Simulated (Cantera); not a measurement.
A perfectly stirred reactor is fed with NO : N₂ = 1 : 0.14 (molar parts), at 4500 Pa; it is held at 1975 K, and followed from long to short residence time.

Detailed kinetics in Cantera: GRI-Mech 3.0 (53 species, 325 reactions). Radical loss at walls, strong at low pressure, is not modelled.

Task: What does this change do: NO 1 to 0.1 parts?

Result: 
```csv
quantity,before,after
x(NO) at τ = 20.0 s,0.204,0.127
x(N₂) at τ = 20.0 s,0.459,0.728
x(NO₂) at τ = 20.0 s,9.78e-5,3.99e-5
x(O₂) at τ = 20.0 s,0.335,0.144
x(O) at τ = 20.0 s,0.00153,0.00101
x(NO) at τ = 0.340 s,0.840,0.407
x(N₂) at τ = 0.340 s,0.141,0.588
x(NO₂) at τ = 0.340 s,0.000101,2.96e-5
x(O₂) at τ = 0.340 s,0.0181,0.00466
x(O) at τ = 0.340 s,0.000532,0.000308
```

Task: What does this change do: NO 1 to 0.25 parts?

Result: 
```tsv
quantity	before	after
x(NO) at τ = 20.0 s	0.204	0.167
x(N₂) at τ = 20.0 s	0.459	0.595
x(NO₂) at τ = 20.0 s	9.78e-5	6.72e-5
x(O₂) at τ = 20.0 s	0.335	0.236
x(O) at τ = 20.0 s	0.00153	0.00129
x(NO) at τ = 0.340 s	0.840	0.620
x(N₂) at τ = 0.340 s	0.141	0.369
x(NO₂) at τ = 0.340 s	0.000101	5.99e-5
x(O₂) at τ = 0.340 s	0.0181	0.0103
x(O) at τ = 0.340 s	0.000532	0.000422
```
